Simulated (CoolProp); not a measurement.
Vapour-liquid equilibrium of R1234yf (1) + R227EA (2) at 0.00808 MPa; x and y are mole fractions of (1).

Computed with CoolProp (multi-fluid Helmholtz-energy mixture model, Lemmon 2022 and Lemmon 2016; pair parameters Bell 2016).

Question: Give the bubble temperature and the first vapour's composition at x = 0.05, 0.2, 0.5. Is there an azeotrope?

Answer: x = 0.05: -63.3 °C, y = 0.110; x = 0.2: -65.8 °C, y = 0.370; x = 0.5: -69.8 °C, y = 0.702. No azeotrope shows between x = 0.05 and 0.95.

The pair parameters rest on a limited set of measurements; away from them the model extrapolates.
